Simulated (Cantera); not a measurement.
A freely propagating, adiabatic, planar premixed flame of H2 : O2 : N2 = 1 : 0.23 : 1.11 (molar parts), equivalence ratio 2.2, unburnt at 700 K and 1.20 bar; mixture-averaged transport, grid criteria slope 0.08 and curve 0.16, no radiation.

Model: the H2/O2 subset of GRI-Mech 3.0, which has no nitrogen chemistry, integrated in Cantera. Burning velocities carry a grid error of a few per cent, more on coarse grids.

x: mole fraction of selected species; z is measured from the peak of heat release.

| z (mm) | T (K) | u (m/s) | x H2 | x O2 | x H2O | x O | x HO2 | x H |
|---|---|---|---|---|---|---|---|---|
| -1.20 | 700 | 10.1 | 0.427 | 0.0983 | <1e-8 | <1e-8 | <1e-8 | <1e-8 |
| -0.803 | 700 | 10.1 | 0.427 | 0.0983 | <1e-8 | <1e-8 | <1e-8 | <1e-8 |
| -0.602 | 700 | 10.1 | 0.427 | 0.0983 | <1e-8 | <1e-8 | 2.96e-8 | <1e-8 |
| -0.401 | 700 | 10.1 | 0.427 | 0.0983 | 5.94e-7 | ? | 3.39e-6 | 1.08e-6 |
| -0.201 | 725 | 10.4 | 0.423 | 0.0979 | 0.00150 | ? | 0.000190 | 0.000652 |
| -0.100 | 893 | 12.6 | 0.396 | 0.0921 | 0.0177 | ? | 0.000130 | 0.00926 |
| 0 | 1238 | 17.0 | 0.306 | 0.0586 | 0.0891 | 0.00265 | 6.04e-5 | 0.0463 |
| 0.100 | 1488 | 20.3 | 0.227 | 0.0148 | 0.174 | 0.00260 | 1.51e-5 | 0.0778 |
| 0.201 | 1597 | 21.7 | 0.210 | 0.00267 | 0.199 | ? | 2.61e-6 | 0.0801 |
| 0.401 | 1700 | 22.9 | 0.214 | 0.000464 | 0.205 | ? | 4.57e-7 | 0.0693 |
| 0.803 | 1808 | 24.2 | 0.223 | 0.000268 | 0.207 | ? | 2.66e-7 | 0.0546 |
| 1.61 | 1910 | 25.3 | 0.231 | 0.000158 | 0.210 | ? | 1.63e-7 | 0.0401 |
| 3.21 | 1999 | 26.3 | 0.239 | 7.88e-5 | 0.212 | ? | 8.93e-8 | 0.0273 |

Task: Complete the blanks.

Result: 
- -0.401, x O: 1.71e-8
- -0.201, x O: 2.01e-5
- -0.100, x O: 0.000348
- 0.201, x O: 0.00135
- 0.401, x O: 0.000904
- 0.803, x O: 0.000647
- 1.61, x O: 0.000396
- 3.21, x O: 0.000202
